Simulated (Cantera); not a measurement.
**Fluorocarbon and chlorocarbon gases: C₂F₆ + H₂**

Input: 1 mol C₂F₆, 0.17 mol H₂, equilibrated at 2098 K and 2.70 Pa.

Method: chemical equilibrium by Gibbs-energy minimisation in Cantera with the NASA 1993 tables (ideal gas, pure condensed phases). Candidate condensed phases: C, C₆H₆, C₇H₈, C₈H₁₈; 95 gas species. The feed counts by its element totals alone. Equilibrium is a limit: real reactors are often held back by kinetics, nucleation or transport.

| Property | Value |
|---|---|
| x(F) | 0.868 |
| x(CF₂) | 0.0648 |
| x(HF) | 0.0604 |
| x(CF) | 0.00638 |
| x(CF₄) | 0.000195 |
| x(CF₃) | 0.000125 |
| x(H) | 1.47e-5 |
| x(C₃) | 1.02e-5 |
| x(C) | 8.43e-6 |
| n(C(graphite)) | 1.60 mol |
| gas amount | 5.631 mol |
